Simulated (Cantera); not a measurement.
Mixture: H₂ : O₂ : N₂ : H₂O = 1 : 0.312 : 1.56 : 0.29 (molar parts), equivalence ratio 1.6, at 9.30 bar, adiabatic and at constant volume. Ignition delay is the time to a rise of 400 K.

Cantera simulation using GRI-Mech 3.0 (53 species, 325 reactions); the numbers are that mechanism's predictions, not measurements. The hydrogen kinetics of GRI-Mech 3.0 are dated; newer H2 mechanisms differ, most at raised pressure. Where the delays flatten at high temperature, the 400 K rule measures the pace of heat release, not the induction time.

### Question
What does this change do: 0.021 parts NO added?

### Answer
```
quantity                                               before      after
--------------------------------------------------  ---------  ---------
delay at 1125 K                                      0.733 ms    37.0 µs
delay at 1225 K                                      0.111 ms    14.5 µs
delay at 1325 K                                       13.7 µs    6.28 µs
delay at 1425 K                                       3.80 µs    3.26 µs
delay at 1525 K                                       2.10 µs    2.01 µs
apparent activation energy between 1475 and 1575 K  90 kJ/mol  80 kJ/mol
```
The mechanism lacks 2 NO + O2 → 2 NO2 and HONO, so NO2 and the effect of NO are under-described below about 1400 K.
